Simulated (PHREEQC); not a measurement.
A column of 0.1 m (30 cells, dispersivity 0.0035 m, 300 s a shift, diffusion coefficient 3e-10 m²/s) holds 0.087 eq of the database's cation exchanger X per kg of pore water, first in equilibrium with 0.012 mol/kgw CdCl2 and 1e-05 mol/kgw HCl. It is flushed with 80 mmol/kgw BaCl2, 8.1 mmol/kgw KBr, 0.67 mmol/kgw KCl and 0.01 mmol/kgw HCl, at 15 °C. Values are for the last cell. No CO2 enters from the air. Nothing may precipitate in this run.

Base run: PHREEQC, ion-association model, phreeqc.dat. Each further column changes one thing. The table gives Cd in solution (mol/kgw).

| pore volumes | base | exchange capacity from 0.087 to 0.043 eq/kgw | dispersivity from 0.0035 to 0.007 m |
|---|---|---|---|
| 0 | 0.0120 | 0.0120 | 0.0120 |
| 0.55 | 0.0131 | 0.0131 | … |
| 1.083 | 0.0603 | … | … |
| 1.483 | 0.0369 | 0.00683 | 0.0296 |
| 2.017 | 0.00157 | … | 0.00451 |
| 2.55 | 5.97e-5 | 1.11e-5 | 0.000680 |
| 2.95 | 4.96e-6 | 8.59e-7 | 0.000165 |
| 3.483 | 1.74e-7 | 2.67e-8 | 2.49e-5 |
| 4.017 | 5.93e-9 | … | 3.78e-6 |

Task: Complete the blanks.

Result: 
- 0.55, dispersivity from 0.0035 to 0.007 m: 0.0170
- 1.083, exchange capacity from 0.087 to 0.043 eq/kgw: 0.0454
- 1.083, dispersivity from 0.0035 to 0.007 m: 0.0583
- 2.017, exchange capacity from 0.087 to 0.043 eq/kgw: 0.000306
- 4.017, exchange capacity from 0.087 to 0.043 eq/kgw: 7.99e-10
